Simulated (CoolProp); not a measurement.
Decamethyltetrasiloxane (MD2M) at 469.28 K and 0.0314 MPa is compressed adiabatically to 0.221 MPa with isentropic efficiency 0.7. Each further row changes one setting.

The numbers come from the reference Helmholtz-energy equation of state, Thol 2017 in CoolProp.

```csv
case,work (kJ/kg),final phase,final density (kg/m³)
as stated,32.4,"two-phase, vapour fraction 0.795",23.6
efficiency 1,22.7,"two-phase, vapour fraction 0.711",26.3
efficiency 0.65,34.9,"two-phase, vapour fraction 0.817",23.0
```
